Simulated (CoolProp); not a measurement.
CF4 (R14) along the isobar 458 kPa: fugacity coefficient from the reference equation and from simpler models built on Tc = 227.4 K, pc = 3762 kPa, ω = 0.178; each cubic takes its own stable root.

The numbers come from the reference Helmholtz-energy equation of state, Platzer 1990 in CoolProp. This equation is an older, rougher fit; its heat capacities, sound speeds and derivatives of the liquid may be far off and weren't checked against measurements.

```json
[
 {"T (K)": "127.3", "phase": "liquid", "reference": "0.05222", "van der Waals": "0.4501", "Redlich-Kwong": "0.07854", "Soave-Redlich-Kwong": "0.05154", "Peng-Robinson": "0.05331"},
 {"T (K)": "140.7", "phase": "liquid", "reference": "0.1591", "van der Waals": "0.7748", "Redlich-Kwong": "0.2262", "Soave-Redlich-Kwong": "0.1586", "Peng-Robinson": "0.1604"},
 {"T (K)": "154.2", "phase": "liquid", "reference": "0.3861", "van der Waals": "…", "Redlich-Kwong": "0.5149", "Soave-Redlich-Kwong": "0.3878", "Peng-Robinson": "0.3867"},
 {"T (K)": "167.7", "phase": "liquid", "reference": "0.7844", "van der Waals": "0.9263", "Redlich-Kwong": "…", "Soave-Redlich-Kwong": "0.7921", "Peng-Robinson": "0.7827"},
 {"T (K)": "181.2", "phase": "gas", "reference": "0.9191", "van der Waals": "0.9383", "Redlich-Kwong": "0.9220", "Soave-Redlich-Kwong": "0.9180", "Peng-Robinson": "0.9128"},
 {"T (K)": "194.6", "phase": "gas", "reference": "0.9344", "van der Waals": "0.9478", "Redlich-Kwong": "0.9360", "Soave-Redlich-Kwong": "0.9335", "Peng-Robinson": "0.9285"},
 {"T (K)": "208.1", "phase": "gas", "reference": "…", "van der Waals": "0.9554", "Redlich-Kwong": "0.9470", "Soave-Redlich-Kwong": "0.9457", "Peng-Robinson": "0.9409"},
 {"T (K)": "221.6", "phase": "gas", "reference": "0.9555", "van der Waals": "0.9616", "Redlich-Kwong": "0.9557", "Soave-Redlich-Kwong": "0.9553", "Peng-Robinson": "…"},
 {"T (K)": "235", "phase": "gas", "reference": "0.9628", "van der Waals": "0.9667", "Redlich-Kwong": "0.9626", "Soave-Redlich-Kwong": "0.9630", "Peng-Robinson": "0.9587"},
 {"T (K)": "248.5", "phase": "gas", "reference": "0.9688", "van der Waals": "0.9710", "Redlich-Kwong": "0.9682", "Soave-Redlich-Kwong": "0.9693", "Peng-Robinson": "0.9651"},
 {"T (K)": "262", "phase": "gas", "reference": "0.9738", "van der Waals": "0.9746", "Redlich-Kwong": "0.9728", "Soave-Redlich-Kwong": "0.9744", "Peng-Robinson": "0.9705"},
 {"T (K)": "275.5", "phase": "gas", "reference": "0.9778", "van der Waals": "0.9777", "Redlich-Kwong": "0.9767", "Soave-Redlich-Kwong": "0.9786", "Peng-Robinson": "0.9749"},
 {"T (K)": "288.9", "phase": "gas", "reference": "0.9812", "van der Waals": "0.9802", "Redlich-Kwong": "0.9799", "Soave-Redlich-Kwong": "0.9821", "Peng-Robinson": "0.9786"},
 {"T (K)": "302.4", "phase": "gas", "reference": "0.9841", "van der Waals": "0.9825", "Redlich-Kwong": "0.9825", "Soave-Redlich-Kwong": "0.9850", "Peng-Robinson": "0.9817"},
 {"T (K)": "315.9", "phase": "gas", "reference": "0.9865", "van der Waals": "0.9844", "Redlich-Kwong": "0.9848", "Soave-Redlich-Kwong": "0.9875", "Peng-Robinson": "0.9844"},
 {"T (K)": "329.3", "phase": "gas", "reference": "0.9886", "van der Waals": "0.9861", "Redlich-Kwong": "0.9868", "Soave-Redlich-Kwong": "0.9896", "Peng-Robinson": "0.9866"}
]
```

Fill in the missing entries.


- 154.2, van der Waals: 0.9108
- 167.7, Redlich-Kwong: 0.9035
- 208.1, reference: 0.9462
- 221.6, Peng-Robinson: 0.9507

At some of these states van der Waals, Redlich-Kwong gives the other phase, because its saturation line lies elsewhere.
